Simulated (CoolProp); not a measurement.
Sulfur hexafluoride at 298.15 K and 1.69 MPa is compressed adiabatically to 11.4 MPa with isentropic efficiency 0.85. Each further row changes one setting.

Model: reference Helmholtz-energy equation of state, Guder 2009, in CoolProp.

```json
[
 {"case": "as stated", "work (kJ/kg)": "26.4", "final temperature (K)": "387.2", "final density (kg/m³)": "869"},
 {"case": "efficiency 1", "work (kJ/kg)": "22.5", "final temperature (K)": "384.0", "final density (kg/m³)": "894"},
 {"case": "efficiency 0.65", "work (kJ/kg)": "34.6", "final temperature (K)": "394.0", "final density (kg/m³)": "821"}
]
```
